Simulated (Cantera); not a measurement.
Feed: 1 mol B2O3, 1.8 mol H2, 110 mol N2, at 800 °C and 52.0 mbar.

Cantera equilibrium calculation (NASA polynomials, part measured and part estimated; ideal gas, pure solids and liquids). Candidate condensed phases: B, BN, B2O3, B3O3H3, H2O; 39 gas species. N2 is the only nitrogen source here; it is nearly inert below about 1500 K, so the nitride shown seldom forms there in practice. Mutual solubility and eutectic melting of coexisting phases are not modelled. Equilibrium is a limit: real reactors are often held back by kinetics, nucleation or transport.

Base state: N2 0.984, H2 0.0160, H2O 5.61e-5 (mole fractions); condensed: BN(s) + B2O3(l).

**Question.** What changes in the equilibrium state with this change: temperature from 800 °C to 1450 °C?

**Answer.** 
```json
[
 {"species": "N2", "before": "0.984", "after": "0.975"},
 {"species": "H2", "before": "0.0160", "after": "0.0141"},
 {"species": "B2O3", "before": "1.66e-9", "after": "0.00661"},
 {"species": "HBO2", "before": "3.56e-6", "after": "0.00221"},
 {"species": "B2O2", "before": "<1e-9", "after": "0.000464"},
 {"species": "BO", "before": "<1e-9", "after": "0.000159"},
 {"species": "BN(s), mol", "before": "0.00432", "after": "0"},
 {"species": "B2O3(l), mol", "before": "0.998", "after": "0"}
]
```
